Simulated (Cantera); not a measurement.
A closed system holds: 1 mol Si2Cl6, 36 mol N2, 45 mol H2, equilibrated at 440 Pa.

Cantera equilibrium calculation (NASA polynomials, part measured and part estimated; ideal gas, pure solids and liquids). Candidate condensed phases: NH4Cl, Si, Si3N4; 28 gas species. The feed counts by its element totals alone. N2 is the only nitrogen source here; it is nearly inert below about 1500 K, so the nitride shown seldom forms there in practice. Gases not in the tables: Si2H6 and higher silanes. Equilibrium is a limit: real reactors are often held back by kinetics, nucleation or transport.

### Question
Which condensed phases are stable at each of these points (T (K)): 798, 898, 998, 1098, 1198, 1298, 1398, 1498, 1598, 1698, 1798, 1898, 1998, 2098?

### Answer
```tsv
T (K)	condensed phases	Si condensed (%)
798	Si3N4(s)	99.9
898	Si3N4(s)	99.9
998	Si3N4(s)	100.0
1098	Si3N4(s)	100.0
1198	Si3N4(s)	99.9
1298	Si3N4(s)	99.5
1398	Si3N4(s)	97.4
1498	Si3N4(s)	89.8
1598	Si3N4(s)	71.9
1698	Si3N4(s)	45.4
1798	Si(l)	42.3
1898	Si(l)	34.9
1998	Si(l)	3.7
2098	gas only	0.0
```

From 798 K to 1698 K the condensed part is Si3N4(s). From 1798 K to 1998 K the condensed part is Si(l). At 2098 K nothing is condensed.
